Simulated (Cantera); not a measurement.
An adiabatic, constant-volume homogeneous reactor starts with H2 : O2 : N2 = 1 : 0.278 : 1.04 (molar parts), equivalence ratio 1.8, at 1323 K and 4.10 bar. Integrator tolerance rtol = 1e-08.

Model: GRI-Mech 3.0 (53 species, 325 reactions), integrated in Cantera. The hydrogen kinetics of GRI-Mech 3.0 are dated; newer H2 mechanisms differ, most at raised pressure. Above 3000 K some thermodynamic fits are extrapolated.

### Question
What does this change do: pressure from 4.10 bar to 5.00 bar?

### Answer
```csv
quantity,before,after
time of steepest temperature rise,7.20 µs,6.17 µs
temperature at 10.0 s,3053 K,3069 K
equilibrium temperature,3053 K,3069 K
x(H2) at 10.0 s,0.208 (gas-phase equilibrium 0.208),0.209 (gas-phase equilibrium 0.209)
x(O2) at 10.0 s,0.000490 (gas-phase equilibrium 0.000490),0.000446 (gas-phase equilibrium 0.000446)
x(H2O2) at 10.0 s,3.03e-7 (gas-phase equilibrium 3.03e-7),3.29e-7 (gas-phase equilibrium 3.29e-7)
x(H2O) at 10.0 s,0.250 (gas-phase equilibrium 0.250),0.251 (gas-phase equilibrium 0.251)
x(NO) at 10.0 s,0.00196 (gas-phase equilibrium 0.00196),0.00190 (gas-phase equilibrium 0.00190)
x(O) at 10.0 s,0.00103 (gas-phase equilibrium 0.00103),0.000939 (gas-phase equilibrium 0.000939)
```

### Question
What does this change do: O2 0.278 to 0.19 parts?

### Answer
```csv
quantity,before,after
time of steepest temperature rise,7.20 µs,9.54 µs
temperature at 10.0 s,3053 K,2728 K
equilibrium temperature,3053 K,2728 K
x(H2) at 10.0 s,0.208 (gas-phase equilibrium 0.208),0.297 (gas-phase equilibrium 0.297)
x(O2) at 10.0 s,0.000490 (gas-phase equilibrium 0.000490),1.32e-5 (gas-phase equilibrium 1.32e-5)
x(H2O2) at 10.0 s,3.03e-7 (gas-phase equilibrium 3.03e-7),2.04e-8 (gas-phase equilibrium 2.04e-8)
x(H2O) at 10.0 s,0.250 (gas-phase equilibrium 0.250),0.183 (gas-phase equilibrium 0.183)
x(NO) at 10.0 s,0.00196 (gas-phase equilibrium 0.00196),0.000211 (gas-phase equilibrium 0.000211)
x(O) at 10.0 s,0.00103 (gas-phase equilibrium 0.00103),5.30e-5 (gas-phase equilibrium 5.30e-5)
```

### Question
What does this change do: O2 0.278 to 0.1 parts?

### Answer
| quantity | before | after |
|---|---|---|
| time of steepest temperature rise | 7.20 µs | 16.0 µs |
| temperature at 10.0 s | 3053 K | 2179 K |
| equilibrium temperature | 3053 K | 2179 K |
| x(H2) at 10.0 s | 0.208 (gas-phase equilibrium 0.208) | 0.391 (gas-phase equilibrium 0.391) |
| x(O2) at 10.0 s | 0.000490 (gas-phase equilibrium 0.000490) | 9.78e-9 (gas-phase equilibrium 9.78e-9) |
| x(H2O2) at 10.0 s | 3.03e-7 (gas-phase equilibrium 3.03e-7) | 7.87e-11 (gas-phase equilibrium 7.87e-11) |
| x(H2O) at 10.0 s | 0.250 (gas-phase equilibrium 0.250) | 0.0979 (gas-phase equilibrium 0.0979) |
| x(NO) at 10.0 s | 0.00196 (gas-phase equilibrium 0.00196) | 2.09e-6 (gas-phase equilibrium 2.09e-6) |
| x(O) at 10.0 s | 0.00103 (gas-phase equilibrium 0.00103) | 9.24e-8 (gas-phase equilibrium 9.24e-8) |
